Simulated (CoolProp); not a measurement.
Vapour-liquid equilibrium of cyclohexane (1) + m-xylene (2) at 232.45 °C; x and y are mole fractions of (1).

The numbers come from the multi-fluid Helmholtz-energy mixture model, Zhou 2014 and Zhou 2012; pair parameters Bell 2016 in CoolProp.

### Question
Give the bubble pressure and the first vapour's composition at x = 0.2, 0.425, 0.725. Is there an azeotrope?

### Answer
x = 0.2: 1.043 MPa, y = 0.383; x = 0.425: 1.369 MPa, y = 0.624; x = 0.725: 1.786 MPa, y = 0.835. No azeotrope shows between x = 0.05 and 0.95.

The pair parameters rest on a limited set of measurements; away from them the model extrapolates.
